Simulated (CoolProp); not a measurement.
Saturated liquid density (kg/m³) of propane: the reference equation beside estimates from Tc = 369.9 K, pc = 4.251 MPa, ω = 0.152.

The numbers come from the reference Helmholtz-energy equation of state, Lemmon 2009 in CoolProp.

```csv
T (K),reference,Redlich-Kwong,Peng-Robinson
294.8,497.5,446.0,519.5
299.6,490.1,437.0,509.5
304.4,482.4,427.7,498.9
309.1,474.5,418.3,488.1
313.9,466.1,408.2,476.5
318.7,457.4,397.7,464.3
323.5,448.2,386.7,451.4
328.2,438.7,375.4,437.9
333,428.3,363.2,423.3
337.8,417.2,350.2,407.6
342.6,405.1,336.2,390.5
```

Absolute difference from the reference over all 11 rows, mean and median: Redlich-Kwong 13.3 and 13.1 %, Peng-Robinson 2.4 and 2.3 %.
